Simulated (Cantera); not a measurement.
Input: 1 mol Ti, 0.15 mol C₃H₈, held at 2150 K and 0.000140 bar.

Method: chemical equilibrium by Gibbs-energy minimisation in Cantera with the NASA 1993 tables (ideal gas, pure condensed phases). Candidate condensed phases: C, C₆H₆, C₇H₈, C₈H₁₈, Ti, TiC; 77 gas species. TiC: taken at fixed stoichiometry. Kinetics and transport are ignored.

Base state: Ti 0.427, H₂ 0.359, H 0.214 (mole fractions); condensed: TiC(s).

Q: What changes in the equilibrium state with this change: C₃H₈ from 0.15 to 0.77 mol?

A: 
| species | before | after |
|---|---|---|
| H₂ | 0.359 | 0.700 |
| H | 0.214 | 0.298 |
| C₂H₂ (acetylene) | <1e-9 | 0.00136 |
| Ti | 0.427 | 8.09e-5 |
| C₂H | <1e-9 | 1.74e-5 |
| TiC(s), mol | 0.450 | 1.000 |
| C(graphite), mol | 0 | 1.30 |
